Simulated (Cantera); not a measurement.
An isothermal, constant-pressure homogeneous reactor starts with NO : N₂ = 1 : 3.2 (molar parts), at 2000 K and 750 Torr.

Computed with Cantera and GRI-Mech 3.0 (53 species, 325 reactions).

One state of this run: x NO = 0.00743; x O = 0.000228; x O₂ = 0.115; x N₂ = 0.877; x NO₂ = 9.48e-6. x: mole fraction; the columns are a selection and need not sum to one.

Task: Which value of t (s) does it belong to?
(A) 0.400
(B) 200
(C) 0.00378
(D) 8.94

Result: D, 8.94
